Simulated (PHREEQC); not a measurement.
Solution (25 °C): 0.0067 mol/kgw CuSO4, 0.0012 mol/kgw HCl and 0.13 mol/kgw KCl. Closed to the air; pH follows from the charge balance.

The numbers come from PHREEQC with the ion-association model, wateq4f.dat.

Each row changes one thing in this solution. No solid was allowed to form.

| case | pH | ionic strength (mol/kgw) | Cu+2 (mol/kgw) | SO4-2 (mol/kgw) | KSO4- (mol/kgw) | CuCl+ (mol/kgw) | SI of Chalcanthite (CuSO4:5H2O) | SI of Tenorite (CuO) |
|---|---|---|---|---|---|---|---|---|
| as made | 3.08 | 0.151 | 0.00543 | 0.00466 | 0.00131 | 0.000672 | -2.91 | -4.18 |
| KCl from 0.13 to 0.65 mol/kgw | 3.08 | 0.667 | 0.00455 | 0.00367 | 0.00282 | 0.00181 | -3.56 | -4.46 |
| diluted 2-fold with water | 3.34 | 0.0765 | 0.00287 | 0.00257 | 0.000462 | 0.000217 | -3.25 | -3.84 |
| diluted 10-fold with water | 3.98 | 0.0156 | 0.000627 | 0.000603 | 3.35e-5 | 1.38e-5 | -4.20 | -3.06 |
| temperature from 25 to 80 °C | 3.19 | 0.145 | 0.00301 | 0.00384 | 0.00217 | 0.00321 | -3.50 | -2.51 |

Complexes and solids missing from the database can't appear. Constants without temperature data keep their 25 °C values here.
